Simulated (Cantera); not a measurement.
Cantera run:

```python
import numpy as np
import cantera as ct

gas_names = [...]  # 97 gases of nasa_gas.yaml made of Al, C, H, N
cond_names = """
    AL(cr) AL(L) ALN(s) C(gr) C6H6(L) C7H8(L) C8H18(L),n-octa
""".split()


# ... load() reads the species with a 1 bar reference pressure and builds the phases ...
atoms = {
    'Al(CH3)3': {'AL': 1, 'C': 3, 'H': 9},
    'NH3': {'N': 1, 'H': 3},
    'H2': {'H': 2},
}
top_T = {'ALN(s)': 2750, 'C(gr)': 4500}  # K; cautious upper limits of use, not melting points


# ... equilibrate(T, P, feed) seeds the gas with the atoms and calls Mixture.equilibrate('TP', solver="vcs", rtol=1e-11, max_steps=5000) ...
results = []
feed = {'Al(CH3)3': 1, 'NH3': 370, 'H2': 80}  # mol
T = 1898  # K
for P in [10, 63, 400, 2500, 16000, 100000]:
    mix = equilibrate(T, P, feed)
    results.append((T, P, feed, dict(zip(mix.species_names, mix.species_moles))))
    x = sorted(zip(gas.X, gas.species_names), reverse=True)
    print(f"T = {T:g} K  P = {P:g} Pa  gas = {mix.phase_moles(0):.4g} mol")
    print("   x: " + "  ".join(f"{s} {v:.3e}" for v, s in x if v > 0.0001))
    print("   condensed (mol): " + ("  ".join(f"{mix.phase(i).name} {mix.phase_moles(i):.4g}"
          for i in range(1, mix.n_phases) if mix.phase_moles(i) > 1e-12) or "none"))
```

Output:

```
T = 1898 K  P = 10 Pa  gas = 853.7 mol
   x: H2 7.143e-01  N2 2.151e-01  H 6.606e-02  HCN 3.024e-03  AL 1.168e-03  C2H2,acetylene 1.715e-04  HNC 1.414e-04
   condensed (mol): none
T = 1898 K  P = 63 Pa  gas = 836.8 mol
   x: H2 7.490e-01  N2 2.195e-01  H 2.695e-02  HCN 3.088e-03  AL 1.186e-03  C2H2,acetylene 1.753e-04  HNC 1.443e-04
   condensed (mol): none
T = 1898 K  P = 400 Pa  gas = 830 mol
   x: H2 7.633e-01  N2 2.213e-01  H 1.080e-02  HCN 3.113e-03  AL 1.182e-03  C2H2,acetylene 1.768e-04  HNC 1.455e-04
   condensed (mol): none
T = 1898 K  P = 2500 Pa  gas = 827.3 mol
   x: H2 7.690e-01  N2 2.220e-01  H 4.335e-03  HCN 3.119e-03  AL 1.152e-03  C2H2,acetylene 1.768e-04  HNC 1.458e-04
   condensed (mol): none
T = 1898 K  P = 16000 Pa  gas = 824.8 mol
   x: H2 7.726e-01  N2 2.221e-01  HCN 3.099e-03  H 1.718e-03  C2H2,acetylene 1.745e-04  HNC 1.449e-04
   condensed (mol): ALN(s) 0.918
T = 1898 K  P = 100000 Pa  gas = 824.1 mol
   x: H2 7.735e-01  N2 2.224e-01  HCN 2.934e-03  H 6.874e-04  CH4 2.479e-04  C2H2,acetylene 1.563e-04  HNC 1.372e-04
   condensed (mol): ALN(s) 0.9939
```

Cantera equilibrium calculation (NASA polynomials, part measured and part estimated; ideal gas, pure solids and liquids). The feed counts by its element totals alone.
